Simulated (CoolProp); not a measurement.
Vapour-liquid equilibrium of methanol (1) + acetone (2) at 19.3 bar; x and y are mole fractions of (1).

Computed with CoolProp (multi-fluid Helmholtz-energy mixture model, de Reuck 1993 and Lemmon 2006; pair parameters Bell 2016).

**Question.** Give the bubble temperature and the first vapour's composition at x = 0.05, 0.2, 0.8. Is there an azeotrope?

**Answer.** x = 0.05: 449.6 K, y = 0.070; x = 0.2: 444.8 K, y = 0.255; x = 0.8: 436.8 K, y = 0.805. y crosses x between x = 0.8 and 0.95: the model has an azeotrope there.

The pair parameters rest on a limited set of measurements; away from them the model extrapolates.
